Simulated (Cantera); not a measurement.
An isothermal, constant-pressure homogeneous reactor starts with CH₄ : H₂ = 1 : 23 (molar parts), at 1800 K and 0.000148 atm. Integrator tolerance rtol = 1e-08.

Computed with Cantera and GRI-Mech 3.0 (53 species, 325 reactions). GRI-Mech 3.0 stops at C3 and has no aromatics, soot or wall deposition, so with more carbon than oxygen in the feed, carbon stays in small species such as C2H2 where larger ones or solid carbon would form. Radical loss at walls, strong at low pressure, is not modelled.

Task: What does this change do: temperature 1800 to 1325 K?

Result: 
| quantity | before | after |
|---|---|---|
| x(CH₄) at 100 s | 0.000830 (gas-phase equilibrium 1.13e-6) | 0.0417 (gas-phase equilibrium 0.000148) |
| x(H₂) at 100 s | 0.973 (gas-phase equilibrium 0.952) | 0.958 (gas-phase equilibrium 0.980) |
| x(H) at 100 s | 0.00660 (gas-phase equilibrium 0.0287) | 8.00e-6 (gas-phase equilibrium 0.000133) |
| x(C₂H₆) at 100 s | 2.77e-9 (gas-phase equilibrium <1e-12) | 2.11e-8 (gas-phase equilibrium 3.45e-11) |
| x(C₂H₄) at 100 s | 6.34e-7 (gas-phase equilibrium 6.53e-8) | 4.21e-7 (gas-phase equilibrium 5.99e-6) |
